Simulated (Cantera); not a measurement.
# Thermodynamics of oxide etching and cleaning by halides, feed B2O3 + NF3 + N2 + BCl3

Input: 1 mol B2O3, 2.9 mol NF3, 8.7 mol N2, a varied amount of BCl3, held at 0.590 bar.

Method: chemical equilibrium by Gibbs-energy minimisation in Cantera with the NASA 1993 tables (ideal gas, pure condensed phases). Candidate condensed phases: B, BN, B2O3; 42 gas species. The tables' values for BCl2, BF2 are old estimates. Kinetics and transport are ignored.

Q: Map the stable condensed phases over T = 1373, 1423, 1473, 1523, 1573, 1623, 1673, 1723, 1773, 1823, 1873, 1923, 1973 K and n(BCl3) in mol = 1, 1.6, 2.1, 2.7, 3.3, 3.8, 4.4.

A: 
```
T in K \ n(BCl3) in mol
           1 1.6 2.1 2.7 3.3 3.8 4.4
   1973    A   A   A   A   A   A   A
   1923    A   A   A   A   A   A   A
   1873    A   A   A   A   A   A   A
   1823    A   A   A   A   A   A   A
   1773    A   A   A   A   A   A   A
   1723    A   A   A   A   A   A   A
   1673    A   A   A   A   A   A   A
   1623    A   A   A   A   A   A   A
   1573    A   A   A   A   A   A   A
   1523    A   A   A   B   B   A   A
   1473    A   A   A   B   B   B   A
   1423    A   A   B   B   B   B   B
   1373    A   A   B   B   B   B   B
```
A: gas only; B: B2O3.
